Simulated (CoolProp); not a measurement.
Vapour-liquid equilibrium of isohexane (1) + benzene (2) at 326 K; x and y are mole fractions of (1).

Values from CoolProp's multi-fluid Helmholtz-energy mixture model, Lemmon 2006 and Thol 2012; pair parameters Bell 2016.

| x | bubble pressure (MPa) | y at the bubble point | dew pressure at overall composition x (MPa) | liquid density (mol/L) |
|---|---|---|---|---|
| 0.05 | 0.04551 | 0.155 | 0.04187 | 10.55 |
| 0.125 | 0.05161 | 0.304 | 0.04443 | 10.19 |
| 0.2 | 0.05630 | 0.404 | 0.04725 | 9.857 |
| 0.275 | 0.06004 | 0.479 | 0.05035 | 9.540 |
| 0.35 | 0.06314 | 0.540 | 0.05373 | 9.241 |
| 0.425 | 0.06581 | 0.595 | 0.05735 | 8.959 |
| 0.5 | 0.06817 | 0.646 | 0.06112 | 8.691 |
| 0.575 | 0.07031 | 0.695 | 0.06485 | 8.438 |
| 0.65 | 0.07227 | 0.745 | 0.06837 | 8.197 |
| 0.725 | 0.07408 | 0.796 | 0.07151 | 7.969 |
| 0.8 | 0.07576 | 0.849 | 0.07422 | 7.752 |
| 0.875 | 0.07731 | 0.904 | 0.07652 | 7.545 |
| 0.95 | 0.07876 | 0.961 | 0.07849 | 7.348 |

No azeotrope shows between x = 0.05 and 0.95.

The pair parameters rest on a limited set of measurements; away from them the model extrapolates.
